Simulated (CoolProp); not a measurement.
Properties of n-hexane at several states.

Values from CoolProp's reference Helmholtz-energy equation of state, Thol 2019.

```
T (K)  p (MPa)   phase        Z  cp (kJ/(kg K))  cv (kJ/(kg K))  expansivity (1/kK)
-----  -------  ------  -------  --------------  --------------  ------------------
319.6    0.843  liquid  0.04299           2.363           1.836               1.474
375.6    0.506  liquid  0.02412           2.645           2.062               1.909
473.7     2.69  liquid   0.1319               …           2.473                   …
482.5     2.59  liquid   0.1316               …           2.521               6.720
283.6     7.79  liquid   0.4217           2.199           1.710               1.240
```

Question: What belongs in the gaps?

Answer: 
- 473.7, cp (kJ/(kg K)): 3.432
- 473.7, expansivity (1/kK): 4.989
- 482.5, cp (kJ/(kg K)): 3.683
